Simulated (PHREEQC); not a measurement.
Solution (20 °C): 0.0112 mol/kgw NH3 and 3.6e-05 mol/kgw (CH3)4NCl. Closed to the air; pH follows from the charge balance.

Computed with PHREEQC (ion-association model, wateq4f.dat).

Precipitation was switched off in this run.

Problem. Predict the pH, ionic strength.

Solution. pH 10.80; ionic strength 0.000475 mol/kgw.

Problem. In which forms is N present?

Solution. NH3 96 %, NH4+ 3.9 % of the N.

Complexes and solids missing from the database can't appear. (CH3)4N+ isn't in the database: it is added as a free cation with an ion size of 4 Å.
